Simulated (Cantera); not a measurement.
# Adiabatic ignition

An adiabatic, constant-pressure homogeneous reactor starts with 44.4 % H2, 11.7 % O2, 43.9 % N2, at 975 K and 3750 Torr.

Computed with Cantera and the H2/O2 subset of GRI-Mech 3.0, which has no nitrogen chemistry. The hydrogen kinetics of GRI-Mech 3.0 are dated; newer H2 mechanisms differ, most at raised pressure.

```tsv
t (s)	T (K)	x H2	x O2	x HO2	x H	x O	x H2O
2.00e-6	975	0.444	0.117	3.63e-10	4.30e-11	2.46e-12	3.42e-11
4.43e-6	975	0.444	0.117	8.76e-10	4.45e-11	2.58e-12	9.53e-11
9.80e-6	975	0.444	0.117	2.02e-9	4.52e-11	2.62e-12	2.33e-10
2.17e-5	975	0.444	0.117	4.55e-9	4.67e-11	2.71e-12	5.46e-10
4.80e-5	975	0.444	0.117	1.02e-8	5.01e-11	2.91e-12	1.28e-9
0.000106	975	0.444	0.117	2.29e-8	5.80e-11	3.36e-12	3.11e-9
0.000235	975	0.444	0.117	5.23e-8	7.70e-11	4.47e-12	8.39e-9
0.000521	975	0.444	0.117	1.25e-7	1.29e-10	7.48e-12	2.86e-8
0.00115	975	0.444	0.117	3.56e-7	3.12e-10	1.81e-11	1.46e-7
0.00255	975	0.444	0.117	1.65e-6	1.46e-9	8.49e-11	1.37e-6
0.00565	975	0.444	0.117	1.17e-5	1.46e-8	8.50e-10	3.23e-5
0.0125	986	0.443	0.116	4.99e-5	1.91e-7	1.15e-8	0.00122
0.0277	2605	0.234	2.37e-5	4.92e-8	0.00855	5.23e-5	0.261
0.0612	2605	0.234	2.37e-5	4.92e-8	0.00855	5.23e-5	0.261
0.136	2605	0.234	2.37e-5	4.92e-8	0.00855	5.23e-5	0.261
0.300	2605	0.234	2.37e-5	4.92e-8	0.00855	5.23e-5	0.261
```
x: mole fraction; the columns are a selection and need not sum to one.

```
Quantity                                                            Result
---------------------------------  ---------------------------------------
time of steepest temperature rise                                  16.5 ms
temperature at 0.300 s                                              2605 K
equilibrium temperature                                             2605 K
x(H2) at 0.300 s                       0.234 (gas-phase equilibrium 0.234)
x(O2) at 0.300 s                   2.37e-5 (gas-phase equilibrium 2.37e-5)
x(HO2) at 0.300 s                  4.92e-8 (gas-phase equilibrium 4.92e-8)
```
